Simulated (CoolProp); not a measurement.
Vapour-liquid equilibrium of isohexane (1) + n-heptane (2) at 436.3 K; x and y are mole fractions of (1).

Computed with CoolProp (multi-fluid Helmholtz-energy mixture model, Lemmon 2006 and Span 2003; pair parameters Bell 2016).

Problem. Give the bubble pressure and the first vapour's composition at x = 0.2, 0.65, 0.8. Is there an azeotrope?

Solution. x = 0.2: 611.9 kPa, y = 0.327; x = 0.65: 897.5 kPa, y = 0.776; x = 0.8: 1001 kPa, y = 0.881. No azeotrope shows between x = 0.05 and 0.95.

The pair parameters rest on a limited set of measurements; away from them the model extrapolates.
